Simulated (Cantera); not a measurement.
## Equilibrium for carbothermic reduction: CuO + CO

Feed: 1 mol CuO, 4.8 mol CO, equilibrated at 1 atm.

These are equilibrium values from Cantera (NASA tables, ideal gas, pure condensed phases), not measurements of a reactor. Candidate condensed phases: C, Cu, CuO, Cu2O; 15 gas species. Rates play no part.

At 702 °C the condensed part is C(graphite) + Cu(s). At 902 °C the condensed part is Cu(s). From 1102 °C to 2102 °C the condensed part is Cu(l). At 2302 °C nothing is condensed.

```tsv
T (°C)	x CO	x CO2	x Cu	x Cu2	n C(graphite)	n Cu(s)	n Cu(l)
702	0.623	0.377	5.50e-12	<1e-12	0.589	1.00	0
902	0.792	0.208	5.97e-9	<1e-12	0	1.00	0
1102	0.792	0.208	8.12e-7	1.31e-10	0	0	1.000
1302	0.792	0.208	2.70e-5	1.67e-8	0	0	1.000
1502	0.791	0.208	0.000399	6.85e-7	0	0	0.998
1702	0.789	0.208	0.00336	1.27e-5	0	0	0.984
1902	0.777	0.204	0.0189	0.000134	0	0	0.906
2102	0.729	0.192	0.0785	0.000927	0	0	0.581
2302	0.657	0.172	0.169	0.00196	0	0	0
```
x: gas mole fraction; n: condensed amount in mol.
